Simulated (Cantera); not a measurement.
Feed: 1 mol HgO, 0.42 mol H2, held at 100 Torr.

These are equilibrium values from Cantera (NASA tables, ideal gas, pure condensed phases), not measurements of a reactor. Candidate condensed phases: H2O, Hg, HgO; 10 gas species. Equilibrium is a limit: real reactors are often held back by kinetics, nucleation or transport.

Task: At 1125 K, list the 3 most abundant gas species with their mole fractions, and the condensed phases.

Result: Hg 0.585, H2O 0.246, O2 0.170. Condensed: gas only.
